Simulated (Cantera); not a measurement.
A closed system holds: 1 mol Si, 0.003 mol O2, 570 mol H2, at 2123 K and 1 atm.

Equilibrium computed with Cantera from the NASA thermochemical tables; the gas is ideal and each condensed phase is pure. Candidate condensed phases: H2O, Si, SiO2; 18 gas species. Gases not in the tables: Si2H6 and higher silanes. Kinetics and transport are ignored.

Base state: H2 0.996, H 0.00356, SiH2 0.000204, Si 0.000168, SiH 8.71e-5, SiO 1.05e-5 (mole fractions); condensed: Si(l).

**Question.** What changes in the equilibrium state with this change: Si replaced by SiC?

**Answer.** 
| species | before | after |
|---|---|---|
| H2 | 0.996 | 0.996 |
| H | 0.00356 | 0.00356 |
| SiH2 | 0.000204 | 8.72e-5 |
| Si | 0.000168 | 7.16e-5 |
| C2H2 (acetylene) | 0 | 6.41e-5 |
| CH4 | 0 | 6.19e-5 |
| Si(l), mol | 0.727 | 0 |
| SiC(s), mol | 0 | 0.882 |
Further candidate phases: C, C6H6, C7H8, C8H18, SiC.

**Question.** What changes in the equilibrium state with this change: temperature from 2123 K to 1223 K?

**Answer.** 
```csv
species,before,after
H2,0.996,1.000
SiO,1.05e-5,1.01e-6
H,0.00356,2.99e-7
SiH2,0.000204,1.87e-8
Si,0.000168,<1e-9
SiH,8.71e-5,<1e-9
"Si(l), mol",0.727,0
"Si(s), mol",0,0.996
"SiO2(β-quartz), mol",0,0.00269
```
Mutual solubility and eutectic melting of coexisting phases are not modelled. The tables hold silica as quartz up to 1696 K and as liquid above; real silica turns to tridymite and cristobalite and melts near 1996 K.
